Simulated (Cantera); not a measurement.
What does this Cantera script print?

```python
import numpy as np
import cantera as ct

gas_names = [...]  # 113 gases of nasa_gas.yaml made of C, H, O, Ta
cond_names = """
    C(gr) C6H6(L) C7H8(L) C8H18(L),n-octa H2O(s) H2O(L) Ta(cr) Ta(L) TaC(s) TaC(L) Ta2O5(s) Ta2O5(L)
""".split()


# ... load() reads the species with a 1 bar reference pressure and builds the phases ...
atoms = {
    'Ta2O5': {'Ta': 2, 'O': 5},
    'C': {'C': 1},
    'H2': {'H': 2},
}
top_T = {'C(gr)': 4500}  # K; cautious upper limits of use, not melting points


# ... equilibrate(T, P, feed) seeds the gas with the atoms and calls Mixture.equilibrate('TP', solver="vcs", rtol=1e-11, max_steps=5000) ...
results = []
feed = {'Ta2O5': 1, 'C': 0.68, 'H2': 1.5}  # mol
P = 35000  # Pa
for T in [898, 973, 1048, 1123, 1198, 1273, 1348, 1423, 1498, 1573, 1648]:
    mix = equilibrate(T, P, feed)
    results.append((T, P, feed, dict(zip(mix.species_names, mix.species_moles))))
    x = sorted(zip(gas.X, gas.species_names), reverse=True)
    print(f"T = {T:g} K  P = {P:g} Pa  gas = {mix.phase_moles(0):.4g} mol")
    print("   x: " + "  ".join(f"{s} {v:.3e}" for v, s in x if v > 1e-06))
    print("   condensed (mol): " + ("  ".join(f"{mix.phase(i).name} {mix.phase_moles(i):.4g}"
          for i in range(1, mix.n_phases) if mix.phase_moles(i) > 1e-12) or "none"))
```

It prints:

```
T = 898 K  P = 35000 Pa  gas = 1.373 mol
   x: H2 9.076e-01  CH4 9.235e-02  CO 4.857e-05  H2O 3.899e-05
   condensed (mol): C(gr) 0.5531  TaC(s) 4.81e-05  Ta2O5(s) 1
T = 973 K  P = 35000 Pa  gas = 1.441 mol
   x: H2 9.580e-01  CH4 4.128e-02  CO 5.605e-04  H2O 1.169e-04
   condensed (mol): C(gr) 0.6193  TaC(s) 0.0003907  Ta2O5(s) 0.9998
T = 1048 K  P = 35000 Pa  gas = 1.478 mol
   x: H2 9.757e-01  CH4 1.945e-02  CO 4.520e-03  H2O 2.886e-04  CO2 1.586e-06
   condensed (mol): C(gr) 0.6417  TaC(s) 0.002844  Ta2O5(s) 0.9986
T = 1123 K  P = 35000 Pa  gas = 1.527 mol
   x: H2 9.625e-01  CO 2.736e-02  CH4 9.517e-03  H2O 6.083e-04  CO2 1.582e-05
   condensed (mol): C(gr) 0.6065  TaC(s) 0.01711  Ta2O5(s) 0.9914
T = 1198 K  P = 35000 Pa  gas = 1.719 mol
   x: H2 8.633e-01  CO 1.313e-01  CH4 4.184e-03  H2O 1.053e-03  CO2 1.173e-04
   condensed (mol): C(gr) 0.3558  TaC(s) 0.09116  Ta2O5(s) 0.9544
T = 1273 K  P = 35000 Pa  gas = 1.981 mol
   x: H2 7.537e-01  CO 2.437e-01  H2O 1.315e-03  CH4 1.086e-03  CO2 2.569e-04  H 1.046e-06
   condensed (mol): TaC(s) 0.1946  Ta2O5(s) 0.9027
T = 1348 K  P = 35000 Pa  gas = 1.984 mol
   x: H2 7.540e-01  CO 2.439e-01  H2O 1.541e-03  CH4 2.829e-04  CO2 2.547e-04  H 3.396e-06
   condensed (mol): TaC(s) 0.1951  Ta2O5(s) 0.9024
T = 1423 K  P = 35000 Pa  gas = 1.984 mol
   x: H2 7.540e-01  CO 2.439e-01  H2O 1.770e-03  CO2 2.526e-04  CH4 8.506e-05  H 9.749e-06
   condensed (mol): TaC(s) 0.1954  Ta2O5(s) 0.9023
T = 1498 K  P = 35000 Pa  gas = 1.984 mol
   x: H2 7.538e-01  CO 2.439e-01  H2O 2.000e-03  CO2 2.508e-04  CH4 2.894e-05  H 2.522e-05
   condensed (mol): TaC(s) 0.1955  Ta2O5(s) 0.9022
T = 1573 K  P = 35000 Pa  gas = 1.984 mol
   x: H2 7.536e-01  CO 2.438e-01  H2O 2.229e-03  CO2 2.492e-04  H 5.966e-05  CH4 1.094e-05
   condensed (mol): TaC(s) 0.1957  Ta2O5(s) 0.9022
T = 1648 K  P = 35000 Pa  gas = 1.984 mol
   x: H2 7.534e-01  CO 2.438e-01  H2O 2.455e-03  CO2 2.479e-04  H 1.307e-04  CH4 4.536e-06
   condensed (mol): TaC(s) 0.1958  Ta2O5(s) 0.9021
```

Method: chemical equilibrium by Gibbs-energy minimisation in Cantera with the NASA 1993 tables (ideal gas, pure condensed phases). Mutual solubility and eutectic melting of coexisting phases are not modelled. TaC: taken at fixed stoichiometry. Condensed phases not in the tables: Ta2C.
